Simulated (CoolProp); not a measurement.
Vapour-liquid equilibrium of nitrogen (1) + carbon monoxide (2) at 0.656 MPa; x and y are mole fractions of (1).

The numbers come from the multi-fluid Helmholtz-energy mixture model, Span 2000 and Lemmon 2006; pair parameters Gernert 2013 in CoolProp.

Task: Give the bubble temperature and the first vapour's composition at x = 0.05, 0.125, 0.8. Is there an azeotrope?

Result: x = 0.05: 102.3 K, y = 0.068; x = 0.125: 101.8 K, y = 0.165; x = 0.8: 98.3 K, y = 0.838. No azeotrope shows between x = 0.05 and 0.95.

The pair parameters rest on a limited set of measurements; away from them the model extrapolates.
